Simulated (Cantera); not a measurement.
Feed: 1 mol Al2O3, 28 mol H2, equilibrated at 2598.15 K and 0.390 Torr.

Cantera equilibrium calculation (NASA polynomials, part measured and part estimated; ideal gas, pure solids and liquids). Candidate condensed phases: Al, Al2O3, H2O; 19 gas species. The tables' values for AlOH are old estimates; treat these amounts as uncertain. Rates play no part.

Base state: H 0.724, H2 0.188, Al 0.0289, O 0.0266, H2O 0.0120, OH 0.0107, AlO 0.00738, Al2O 0.00162 (mole fractions); condensed: gas only.

Problem. What changes in the equilibrium state with this change: Al2O3 replaced by TiO2?

Solution. 
| species | before | after |
|---|---|---|
| H | 0.724 | 0.757 |
| H2 | 0.188 | 0.206 |
| TiO | 0 | 0.0157 |
| Al | 0.0289 | 0 |
| O | 0.0266 | 0.00833 |
| OH | 0.0107 | 0.00349 |
| H2O | 0.0120 | 0.00410 |
| AlO | 0.00738 | 0 |
| TiO2 | 0 | 0.00520 |
| Al2O | 0.00162 | 0 |
| AlOH | 0.000699 | 0 |
Further candidate phases: Ti, TiO, TiO2, Ti2O3, Ti3O5, Ti4O7.
